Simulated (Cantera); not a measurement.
Equilibrium for boron, boron nitride and boron oxide: borazine + NH3 + H2 + O2

Input: 1 mol borazine, 0.81 mol NH3, 0.93 mol H2, 5.3 mol O2, held at 10000 Pa.

Method: chemical equilibrium by Gibbs-energy minimisation in Cantera with the NASA 1993 tables (ideal gas, pure condensed phases). Candidate condensed phases: B, BN, B2O3, B3O3H3, H2O; 39 gas species. The feed counts by its element totals alone. Gases not in the tables: H3BO3. The numbers say what is thermodynamically allowed, not how fast it happens.

From 1225 K to 1725 K the condensed part is B2O3(l). From 1825 K to 2325 K nothing is condensed.

```csv
T (K),x H2O,x HBO2,x N2,x O2,x B2O3,x OH,x BO2,x H2,n B2O3(l)
1225,0.679,0.00307,0.253,0.0634,2.05e-7,1.43e-5,8.25e-8,1.80e-7,1.47
1325,0.673,0.0107,0.252,0.0631,3.67e-6,4.76e-5,9.53e-7,1.14e-6,1.44
1425,0.656,0.0308,0.249,0.0623,4.29e-5,0.000132,7.71e-6,5.47e-6,1.37
1525,0.619,0.0750,0.243,0.0608,0.000359,0.000314,4.70e-5,2.09e-5,1.20
1625,0.549,0.157,0.232,0.0578,0.00227,0.000645,0.000226,6.40e-5,0.832
1725,0.437,0.282,0.214,0.0528,0.0115,0.00113,0.000889,0.000156,0.138
1825,0.419,0.297,0.210,0.0515,0.0163,0.00205,0.00177,0.000396,0
1925,0.420,0.291,0.210,0.0507,0.0186,0.00357,0.00300,0.000945,0
2025,0.420,0.284,0.209,0.0498,0.0209,0.00588,0.00480,0.00207,0
2125,0.418,0.276,0.208,0.0488,0.0230,0.00919,0.00732,0.00420,0
2225,0.413,0.267,0.207,0.0479,0.0249,0.0138,0.0107,0.00795,0
2325,0.404,0.256,0.205,0.0473,0.0266,0.0198,0.0151,0.0140,0
```
x: gas mole fraction; n: condensed amount in mol.
